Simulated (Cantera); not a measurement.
Charge: 1 mol TiC, 0.2 mol C, 2 mol H2, held at 25.0 Pa.

Equilibrium computed with Cantera from the NASA thermochemical tables; the gas is ideal and each condensed phase is pure. Candidate condensed phases: C, C6H6, C7H8, C8H18, Ti, TiC; 77 gas species. TiC: taken at fixed stoichiometry. Equilibrium is a limit: real reactors are often held back by kinetics, nucleation or transport.

Question: Which condensed phases are stable at each of these points (T (K)): 2148, 2198, 2248, 2298, 2348, 2398, 2448, 2498, 2548, 2598, 2648, 2698, 2748, 2798?

Answer: 
```tsv
T (K)	condensed phases	Ti condensed (%)
2148	C(graphite) + TiC(s)	100.0
2198	C(graphite) + TiC(s)	100.0
2248	C(graphite) + TiC(s)	99.9
2298	C(graphite) + TiC(s)	99.9
2348	C(graphite) + TiC(s)	99.7
2398	C(graphite) + TiC(s)	99.5
2448	C(graphite) + TiC(s)	98.9
2498	C(graphite) + TiC(s)	97.8
2548	C(graphite) + TiC(s)	95.8
2598	C(graphite) + TiC(s)	92.0
2648	C(graphite) + TiC(s)	85.2
2698	TiC(s)	71.6
2748	TiC(s)	41.8
2798	gas only	0.0
```

From 2148 K to 2648 K the condensed part is C(graphite) + TiC(s). From 2698 K to 2748 K the condensed part is TiC(s). At 2798 K nothing is condensed.
